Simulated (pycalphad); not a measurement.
An equivalent pycalphad script:

```python
from pycalphad import Database, equilibrium, calculate, variables as v
import numpy as np
db = Database('COST507.tdb')
comps = ['AL', 'SI', 'MN', 'VA']
phases = ['AL11MN4', 'AL12MN', 'AL4MN', 'AL6MN', 'AL8MN5_D810', 'ALMNSI_ALPHA', 'ALMNSI_BETA', 'ALMNSI_DELTA', 'BCC_A2', 'CBCC_A12', 'CUB_A13', 'DIAMOND_A4', 'FCC_A1', 'HCP_A3', 'LIQUID', 'MN11SI19', 'MN3SI', 'MN5SI3', 'MN6SI', 'MN9SI2', 'MNSI']
eq = equilibrium(db, comps, phases, {v.X('SI'): 0.0512, v.X('MN'): 0.0183, v.T: np.arange(1850, 499, -40), v.P: 101325, v.N: 1}, output=['HM', 'SM'])
```

Computed with pycalphad from the COST 507 light-alloy database (1999), at 1 atm. The data set is of 1999 and partly superseded. Amounts are mole fractions of atoms.

Results at three of the temperatures:

```
T = 1650.00 K, P = 101325 Pa, N = 1 mol of atoms
G = -99773 J/mol, H = 51586 J/mol, S = 91.73 J/(mol K)  (SER reference)
chemical potentials (J/mol): Al -97067, Si -118773, Mn -184183
phase             fraction      x(Al)      x(Si)      x(Mn)
LIQUID              1.0000     0.9305     0.0512     0.0183
```

```
T = 1610.00 K, P = 101325 Pa, N = 1 mol of atoms
G = -96119 J/mol, H = 50313 J/mol, S = 90.95 J/(mol K)  (SER reference)
chemical potentials (J/mol): Al -93479, Si -114148, Mn -179916
phase             fraction      x(Al)      x(Si)      x(Mn)
LIQUID              1.0000     0.9305     0.0512     0.0183
```

```
T = 930.00 K, P = 101325 Pa, N = 1 mol of atoms
G = -39719 J/mol, H = 27011 J/mol, S = 71.75 J/(mol K)  (SER reference)
chemical potentials (J/mol): Al -38019, Si -40358, Mn -124382
phase             fraction      x(Al)      x(Si)      x(Mn)
LIQUID              0.9296     0.9472     0.0463     0.0065
ALMNSI_ALPHA        0.0704     0.7107     0.1154     0.1739
```

Changes of the phase set, refined by bisection:

| T (K) | phases above | phases below |
|---|---|---|
| 989.3 | LIQUID | ALMNSI_ALPHA + LIQUID |
| 904.2 | ALMNSI_ALPHA + LIQUID | ALMNSI_ALPHA + FCC_A1 + LIQUID |
| 849.5 | ALMNSI_ALPHA + FCC_A1 + LIQUID | ALMNSI_ALPHA + DIAMOND_A4 + FCC_A1 |

Database names, with the compositions (at.%) that they take in these runs: ALMNSI_ALPHA: Al 70 Mn 17 Si 11-13. FCC_A1 is fcc; DIAMOND_A4 is diamond (Si).
